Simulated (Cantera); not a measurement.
An adiabatic, constant-volume homogeneous reactor starts with 48.0 % H₂, 10.9 % O₂, 41.1 % N₂, at 1700 K and 1.00 atm.

Model: the H2/O2 subset of GRI-Mech 3.0, which has no nitrogen chemistry, integrated in Cantera.

**Question.** Predict: time of steepest temperature rise; temperature at 0.500 s; equilibrium temperature; x(H₂) at 0.500 s; x(O₂) at 0.500 s; x(HO₂) at 0.500 s; x(H) at 0.500 s; x(H₂O) at 0.500 s; x(O) at 0.500 s.

**Answer.** 
| Quantity | Result |
|---|---|
| time of steepest temperature rise | 7.93 µs |
| temperature at 0.500 s | 2971 K |
| equilibrium temperature | 2971 K |
| x(H₂) at 0.500 s | 0.265 (gas-phase equilibrium 0.265) |
| x(O₂) at 0.500 s | 0.000678 (gas-phase equilibrium 0.000678) |
| x(HO₂) at 0.500 s | 9.05e-7 (gas-phase equilibrium 9.05e-7) |
| x(H) at 0.500 s | 0.0584 (gas-phase equilibrium 0.0584) |
| x(H₂O) at 0.500 s | 0.216 (gas-phase equilibrium 0.216) |
| x(O) at 0.500 s | 0.00209 (gas-phase equilibrium 0.00209) |
